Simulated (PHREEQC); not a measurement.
Dissolve 0.0026 mol HF, 0.021 mol CsF and 0.00011 mol H2SiF6 per kg of water at 20 °C. It is in equilibrium with CO2 at log p = -3.4 (atm). Otherwise closed; pH follows from the charge balance.

Model: ion-association model, wateq4f.dat, run in PHREEQC.

Q: The ionic strength comes out as 0.0212 mol/kgw. What activity coefficients do Cs+, HF2-, H+, SiF6-2, F- get?

A: Cs+ 0.87, HF2- 0.86, H+ 0.89, SiF6-2 0.58, F- 0.86.

No solid was allowed to form. SiF6-2 is the database's only silicon fluoride.
